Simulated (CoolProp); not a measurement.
Vapour pressure (MPa) of R123: the reference equation beside estimates from Tc = 456.8 K, pc = 3.662 MPa, ω = 0.282.

The numbers come from the reference Helmholtz-energy equation of state, Younglove 1994 in CoolProp. It is a modified Benedict-Webb-Rubin equation, recast in Helmholtz form.

```
T (K)  reference  van der Waals  Redlich-Kwong
-----  ---------  -------------  -------------
306.7     0.1242         0.5911         0.2228
311.3     0.1452         0.6391         0.2541
315.9     0.1690         0.6895         0.2886
320.5          ?         0.7425         0.3263
325.2     0.2262              ?         0.3684
329.8     0.2594         0.8576         0.4132
334.4     0.2963         0.9185         0.4618
339       0.3370         0.9822         0.5143
343.7     0.3828          1.050         0.5722
348.3          ?          1.119         0.6331
352.9     0.4860          1.192         0.6984
357.6     0.5462          1.268         0.7699
362.2     0.6103          1.347         0.8446
```

### Question
Fill in the missing entries.

### Answer

- 320.5, reference: 0.1957
- 325.2, van der Waals: 0.7993
- 348.3, reference: 0.4321

Absolute difference from the reference over all 13 rows, mean and median: van der Waals 224.6 and 210.0 %, Redlich-Kwong 57.0 and 55.9 %.
